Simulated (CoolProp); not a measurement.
Vapour-liquid equilibrium of n-hexane (1) + toluene (2) at 0.559 MPa; x and y are mole fractions of (1).

The numbers come from the multi-fluid Helmholtz-energy mixture model, Thol 2019 and Lemmon 2006; pair parameters Bell 2016 in CoolProp.

```csv
x,"bubble temperature, mixture model (K)","bubble temperature, Raoult's law (K)","y, mixture model","y, Raoult's law"
0.05,452.1,453.4,0.125,0.117
0.15,443.7,446.5,0.318,0.311
0.25,437.0,440.3,0.460,0.464
0.35,431.4,434.7,0.570,0.587
0.45,426.7,429.6,0.659,0.687
0.55,422.6,425.0,0.734,0.769
0.65,419.0,420.8,0.801,0.837
0.75,415.7,416.9,0.861,0.893
0.85,412.7,413.3,0.918,0.941
0.95,409.8,410.0,0.973,0.982
```

The largest gap from Raoult's law is -3.3 K in bubble temperature, at x = 0.35. No azeotrope shows between x = 0.05 and 0.95.

The pair parameters rest on a limited set of measurements; away from them the model extrapolates.
